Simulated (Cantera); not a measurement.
Input (Python, Cantera):

```python
import numpy as np
import cantera as ct

gas = ct.Solution("gri30.yaml")


def delay(T, t_max=10):
    gas.TPX = T, 500000, {'CH4': 1, 'H2': 0.11, 'O2': 1.08, 'N2': 3.79}
    reactor = ct.IdealGasReactor(gas, clone=False)
    net = ct.ReactorNet([reactor])
    net.rtol, net.atol = 1e-8, 1e-16
    while net.time < t_max:
        t_old, T_old = net.time, reactor.T
        net.step()
        if reactor.T > T + 400:  # ignition: a rise of 400 K
            return t_old + (T + 400 - T_old) / (reactor.T - T_old) * (net.time - t_old)
    return np.nan


taus = []
for T in [923, 973, 1023, 1073, 1123, 1173, 1223, 1273, 1323, 1373]:
    taus.append(delay(T))
    print(f"T0 = {T:6g} K   tau = {taus[-1]:.4e} s")
```

It prints:

```
T0 =    923 K   tau = 1.0860e-01 s
T0 =    973 K   tau = 3.8695e-02 s
T0 =   1023 K   tau = 1.9003e-02 s
T0 =   1073 K   tau = 1.1331e-02 s
T0 =   1123 K   tau = 7.2550e-03 s
T0 =   1173 K   tau = 4.6976e-03 s
T0 =   1223 K   tau = 3.0154e-03 s
T0 =   1273 K   tau = 1.9141e-03 s
T0 =   1323 K   tau = 1.2058e-03 s
T0 =   1373 K   tau = 7.5760e-04 s
```

Model: GRI-Mech 3.0 (53 species, 325 reactions), integrated in Cantera. Below about 1000 K GRI-Mech 3.0 lacks low-temperature oxidation paths. Below about 950 K walls govern HO2 and H2O2 in real vessels.
